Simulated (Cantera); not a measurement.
Input (Python, Cantera) and output of one run.

```python
import numpy as np
import cantera as ct

gas_names = [...]  # 123 gases of nasa_gas.yaml made of C, H, O, Si
cond_names = """
    C(gr) C6H6(L) C7H8(L) C8H18(L),n-octa H2O(s) H2O(L) Si(cr) Si(L) SiC(b) SiO2(Lqz) SiO2(hqz) SiO2(L)
""".split()


# ... load() reads the species with a 1 bar reference pressure and builds the phases ...
atoms = {
    'Si': {'Si': 1},
    'CO2': {'C': 1, 'O': 2},
    'H2': {'H': 2},
    'H2O': {'H': 2, 'O': 1},
}
top_T = {'C(gr)': 4500, 'SiC(b)': 3050}  # K; cautious upper limits of use, not melting points


# ... equilibrate(T, P, feed) seeds the gas with the atoms and calls Mixture.equilibrate('TP', solver="vcs", rtol=1e-11, max_steps=5000) ...
results = []
feed = {'Si': 1, 'CO2': 2, 'H2': 850, 'H2O': 1}  # mol
T = 1773  # K
P = 310  # Pa
mix = equilibrate(T, P, feed)
results.append((T, P, feed, dict(zip(mix.species_names, mix.species_moles))))
x = sorted(zip(gas.X, gas.species_names), reverse=True)
print(f"T = {T:g} K  P = {P:g} Pa  gas = {mix.phase_moles(0):.4g} mol")
print("   x: " + "  ".join(f"{s} {v:.3e}" for v, s in x if v > 1e-06))
print("   condensed (mol): " + ("  ".join(f"{mix.phase(i).name} {mix.phase_moles(i):.4g}"
      for i in range(1, mix.n_phases) if mix.phase_moles(i) > 1e-12) or "none"))
```

Output:

```
T = 1773 K  P = 310 Pa  gas = 856.2 mol
   x: H2 9.891e-01  H 5.081e-03  CO 2.334e-03  H2O 2.334e-03  SiO 1.168e-03  CO2 1.484e-06
   condensed (mol): none
```

Method: chemical equilibrium by Gibbs-energy minimisation in Cantera with the NASA 1993 tables (ideal gas, pure condensed phases).
